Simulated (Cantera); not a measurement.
A perfectly stirred reactor is fed with NH3 : H2 = 1 : 0.24 (molar parts), at 0.510 bar; it is held at 2175 K, and followed from long to short residence time.

Cantera simulation using the gas-phase N/H chemistry of the illustrative SiF4/NH3 mechanism in the Surface Chemkin manual (1991); the numbers are that mechanism's predictions, not measurements. Walls and surfaces, which speed up NH3 decomposition in real reactors, are not modelled.

One state of this run: x NH3 = 0.0450; x H2 = 0.742; x N2 = 0.210; x NH2 = 0.000338; x N2H4 = 7.33e-9; x H = 0.00182. x: mole fraction; the columns are a selection and need not sum to one.

Question: Which value of τ (s) does it belong to?
A) 0.32
B) 0.070
C) 1.5
D) 0.15

Answer: D, 0.15
